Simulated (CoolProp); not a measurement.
The numbers come from the reference Helmholtz-energy equation of state, Beckmüller 2019 in CoolProp.

Task: For n-octane, give the phase and the density (kg/m³), cp (kJ/(kg K)), cv (kJ/(kg K)), Joule-Thomson coefficient (K/MPa) at 346.85 °C and 41.4 bar; 346.85 °C and 82.8 bar; 346.85 °C and 228 bar.

Result: 
- 346.85 °C and 41.4 bar: supercritical; density 211, cp 4.65, cv 3.03, Joule-Thomson coefficient 9.76
- 346.85 °C and 82.8 bar: supercritical; density 382, cp 3.59, cv 2.96, Joule-Thomson coefficient 1.05
- 346.85 °C and 228 bar: supercritical; density 483, cp 3.33, cv 2.94, Joule-Thomson coefficient -0.0249
